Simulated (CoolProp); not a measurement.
Properties of ammonia along the isotherm 166.35 °C (Tc = 132.4 °C, pc = 113.6 bar, ω = 0.256).

Model: reference Helmholtz-energy equation of state, Gao 2020, in CoolProp.

```json
[
 {"p (bar)": "6.31", "phase": "gas", "speed of sound (m/s)": "516.1", "expansivity (1/kK)": "2.408", "Prandtl number": "0.858"},
 {"p (bar)": "12.6", "phase": "gas", "speed of sound (m/s)": "511.5", "expansivity (1/kK)": "2.550", "Prandtl number": "0.873"},
 {"p (bar)": "18.9", "phase": "gas", "speed of sound (m/s)": "506.9", "expansivity (1/kK)": "2.704", "Prandtl number": "0.889"},
 {"p (bar)": "25.3", "phase": "gas", "speed of sound (m/s)": "502.1", "expansivity (1/kK)": "2.873", "Prandtl number": "0.906"},
 {"p (bar)": "31.6", "phase": "gas", "speed of sound (m/s)": "497.3", "expansivity (1/kK)": "3.055", "Prandtl number": "0.923"},
 {"p (bar)": "37.9", "phase": "gas", "speed of sound (m/s)": "492.5", "expansivity (1/kK)": "3.253", "Prandtl number": "0.941"},
 {"p (bar)": "44.2", "phase": "gas", "speed of sound (m/s)": "487.5", "expansivity (1/kK)": "3.470", "Prandtl number": "0.960"},
 {"p (bar)": "50.5", "phase": "gas", "speed of sound (m/s)": "482.4", "expansivity (1/kK)": "3.709", "Prandtl number": "0.981"},
 {"p (bar)": "56.8", "phase": "gas", "speed of sound (m/s)": "477.2", "expansivity (1/kK)": "3.973", "Prandtl number": "1.00"}
]
```

Viscosity comes from a separate model (Fenghour 1995). Thermal conductivity comes from a separate model (Tufeu 1984).
